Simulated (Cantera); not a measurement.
Input: 1 mol Si₂Cl₆, 15 mol H₂, 0.045 mol HCl.

Points: T (K) = 1123, 1173, 1223, 1273, 1323, 1373, 1423, 1473, 1523, 1573, 1623, 1673; P (Pa) = 100, 260, 670, 1700, 4500, 12000, 30000, 77000, 200000.

Cantera's Mixture.equilibrate('TP', solver="vcs", rtol=1e-11, max_steps=5000) on the NASA tables stopped like this:

```
ERROR: FAILURE its = 5001!

*******************************************************************************
CanteraError thrown by MultiPhase::equilibrate:
VCS solver failed. Return code: -1
*******************************************************************************
```

Task: What got this run through?

Result: Several could match; the one computed here: The failure is numerical, not chemical. The same input converged with solver="gibbs", rtol=1e-10, max_steps=50000, and the result passed a check of the equilibrium conditions:
```
   1123        100  Si(cr)
   1173        100  Si(cr)
   1223        100  Si(cr)
   1273        100  Si(cr)
   1323        100  Si(cr)
   1373        100  Si(cr)
   1423        100  Si(cr)
   1473        100  Si(cr)
   1523        100  Si(cr)
   1573        100  Si(cr)
   1623        100  Si(cr)
   1673        100  Si(cr)
   1123        260  Si(cr)
   1173        260  Si(cr)
   1223        260  Si(cr)
   1273        260  Si(cr)
   1323        260  Si(cr)
   1373        260  Si(cr)
   1423        260  Si(cr)
   1473        260  Si(cr)
   1523        260  Si(cr)
   1573        260  Si(cr)
   1623        260  Si(cr)
   1673        260  Si(cr)
   1123        670  Si(cr)
   1173        670  Si(cr)
   1223        670  Si(cr)
   1273        670  Si(cr)
   1323        670  Si(cr)
   1373        670  Si(cr)
   1423        670  Si(cr)
   1473        670  Si(cr)
   1523        670  Si(cr)
   1573        670  Si(cr)
   1623        670  Si(cr)
   1673        670  Si(cr)
   1123       1700  Si(cr)
   1173       1700  Si(cr)
   1223       1700  Si(cr)
   1273       1700  Si(cr)
   1323       1700  Si(cr)
   1373       1700  Si(cr)
   1423       1700  Si(cr)
   1473       1700  Si(cr)
   1523       1700  Si(cr)
   1573       1700  Si(cr)
   1623       1700  Si(cr)
   1673       1700  Si(cr)
   1123       4500  Si(cr)
   1173       4500  Si(cr)
   1223       4500  Si(cr)
   1273       4500  Si(cr)
   1323       4500  Si(cr)
   1373       4500  Si(cr)
   1423       4500  Si(cr)
   1473       4500  Si(cr)
   1523       4500  Si(cr)
   1573       4500  Si(cr)
   1623       4500  Si(cr)
   1673       4500  Si(cr)
   1123    1.2e+04  Si(cr)
   1173    1.2e+04  Si(cr)
   1223    1.2e+04  Si(cr)
   1273    1.2e+04  Si(cr)
   1323    1.2e+04  Si(cr)
   1373    1.2e+04  Si(cr)
   1423    1.2e+04  Si(cr)
   1473    1.2e+04  Si(cr)
   1523    1.2e+04  Si(cr)
   1573    1.2e+04  Si(cr)
   1623    1.2e+04  Si(cr)
   1673    1.2e+04  Si(cr)
   1123      3e+04  Si(cr)
   1173      3e+04  Si(cr)
   1223      3e+04  Si(cr)
   1273      3e+04  Si(cr)
   1323      3e+04  Si(cr)
   1373      3e+04  Si(cr)
   1423      3e+04  Si(cr)
   1473      3e+04  Si(cr)
   1523      3e+04  Si(cr)
   1573      3e+04  Si(cr)
   1623      3e+04  Si(cr)
   1673      3e+04  Si(cr)
   1123    7.7e+04  Si(cr)
   1173    7.7e+04  Si(cr)
   1223    7.7e+04  Si(cr)
   1273    7.7e+04  Si(cr)
   1323    7.7e+04  Si(cr)
   1373    7.7e+04  Si(cr)
   1423    7.7e+04  Si(cr)
   1473    7.7e+04  Si(cr)
   1523    7.7e+04  Si(cr)
   1573    7.7e+04  Si(cr)
   1623    7.7e+04  Si(cr)
   1673    7.7e+04  Si(cr)
   1123      2e+05  Si(cr)
   1173      2e+05  Si(cr)
   1223      2e+05  Si(cr)
   1273      2e+05  Si(cr)
   1323      2e+05  Si(cr)
   1373      2e+05  Si(cr)
   1423      2e+05  Si(cr)
   1473      2e+05  Si(cr)
   1523      2e+05  Si(cr)
   1573      2e+05  Si(cr)
   1623      2e+05  Si(cr)
   1673      2e+05  Si(cr)
```

The gas is ideal and each condensed phase is pure. The feed counts by its element totals alone. The tables' values for SiCl3 are old estimates.
